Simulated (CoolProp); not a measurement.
Properties of nitrogen along the isotherm 310.8 K.

Model: reference Helmholtz-energy equation of state, Span 2000, in CoolProp.

| p (MPa) | phase | cp (kJ/(kg K)) | expansivity (1/kK) | viscosity (µPa s) |
|---|---|---|---|---|
| 4.24 | supercritical | 1.103 | 3.490 | 19.0 |
| 8.49 | supercritical | ? | 3.686 | 20.0 |
| 12.7 | supercritical | ? | 3.790 | 21.1 |
| 17 | supercritical | 1.256 | 3.808 | 22.4 |
| 21.2 | supercritical | ? | 3.756 | 23.7 |
| 25.5 | supercritical | 1.312 | 3.654 | 25.2 |
| 29.7 | supercritical | 1.329 | 3.525 | 26.6 |
| 34 | supercritical | 1.340 | 3.380 | 28.1 |

Q: Complete the blanks.

A: 
- 8.49, cp (kJ/(kg K)): 1.162
- 12.7, cp (kJ/(kg K)): 1.213
- 21.2, cp (kJ/(kg K)): 1.288

Viscosity comes from a separate model (Lemmon 2004).
